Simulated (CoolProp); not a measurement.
Vapour-liquid equilibrium of R13 (1) + n-butane (2) at 217 K; x and y are mole fractions of (1).

Model: multi-fluid Helmholtz-energy mixture model, Platzer 1990 and Bücker 2006; pair parameters Bell 2016, in CoolProp. This equation is an older, rougher fit; its heat capacities, sound speeds and derivatives of the liquid may be far off and weren't checked against measurements.

Q: Give the bubble pressure and the first vapour's composition at x = 0.35, 0.65, 0.8. Is there an azeotrope?

A: x = 0.35: 0.1750 MPa, y = 0.970; x = 0.65: 0.2398 MPa, y = 0.983; x = 0.8: 0.2720 MPa, y = 0.989. No azeotrope shows between x = 0.05 and 0.95.

Pair parameters are fitted to limited data, so mixtures are less certain than the pure fluids. With so large a gap from Raoult's law the liquid may split in two, which this calculation doesn't test in full.
